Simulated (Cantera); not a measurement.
# Adiabatic ignition

An adiabatic, constant-pressure homogeneous reactor starts with CO : H₂ : CH₄ : O₂ : N₂ = 1 : 0.1 : 0.88 : 6.08 : 22.9 (molar parts), equivalence ratio 0.38, at 1523 K and 750 Torr.

Cantera simulation using GRI-Mech 3.0 (53 species, 325 reactions); the numbers are that mechanism's predictions, not measurements.

```csv
t (s),T (K),x CO,x H₂,x CH₄,x NO,x CH₂CO
4.00e-6,1523,0.0323,0.00323,0.0284,<1e-12,<1e-12
9.87e-6,1523,0.0323,0.00323,0.0284,<1e-12,5.14e-12
2.43e-5,1523,0.0323,0.00323,0.0284,<1e-12,4.05e-11
6.00e-5,1523,0.0323,0.00323,0.0284,<1e-12,3.43e-10
0.000148,1523,0.0323,0.00322,0.0283,<1e-12,4.76e-9
0.000365,1574,0.0345,0.00481,0.0207,5.62e-10,4.10e-5
0.000900,2275,0.00533,0.000901,<1e-12,0.000141,<1e-12
0.00222,2329,0.00246,0.000420,<1e-12,0.000389,<1e-12
0.00548,2330,0.00238,0.000408,<1e-12,0.000897,<1e-12
0.0135,2328,0.00236,0.000404,<1e-12,0.00207,<1e-12
0.0333,2323,0.00231,0.000397,<1e-12,0.00454,<1e-12
0.0822,2316,0.00223,0.000385,<1e-12,0.00834,<1e-12
0.203,2311,0.00217,0.000376,<1e-12,0.0112,<1e-12
0.500,2310,0.00216,0.000375,<1e-12,0.0117,<1e-12
```
x: mole fraction; the columns are a selection and need not sum to one.

- time of steepest temperature rise: 0.399 ms
- temperature at 0.500 s: 2310 K
- equilibrium temperature: 2310 K
- x(CO) at 0.500 s: 0.00216 (gas-phase equilibrium 0.00216)
- x(H₂) at 0.500 s: 0.000375 (gas-phase equilibrium 0.000375)
- x(CH₄) at 0.500 s: <1e-12 (gas-phase equilibrium <1e-12)
